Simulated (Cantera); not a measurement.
Feed: 1 mol Pb, 7.5 mol CO, 83 mol N₂, held at 750 K.

Cantera equilibrium calculation (NASA polynomials, part measured and part estimated; ideal gas, pure solids and liquids). Candidate condensed phases: C, Pb, PbO, PbO₂, Pb₃O₄; 27 gas species. Rates play no part.

log p: log10 of the partial pressure in bar; n: condensed amount in mol.

```csv
P (Pa),log p N₂,log p CO,log p CO₂,log p Pb,n C(graphite),n Pb(l)
10,-4.04,-5.09,-7.43,-8.02,0.0340,0.991
100,-3.04,-4.12,-5.49,-8.02,0.295,0.999
1000,-2.03,-3.28,-3.81,-8.02,1.39,1.000
10000,(withheld),(withheld),(withheld),-8.02,(withheld),1.000
100000,(withheld),(withheld),(withheld),-8.02,3.39,1.000
1000000,0.98,-1.56,-0.38,-8.02,3.63,1.00
```

Problem. Complete the blanks.

Solution. 
- 10000, log p N₂: -1.02
- 10000, log p CO: -2.63
- 10000, log p CO₂: -2.51
- 10000, n C(graphite): 2.72
- 100000, log p N₂: -0.02
- 100000, log p CO: -2.08
- 100000, log p CO₂: -1.41
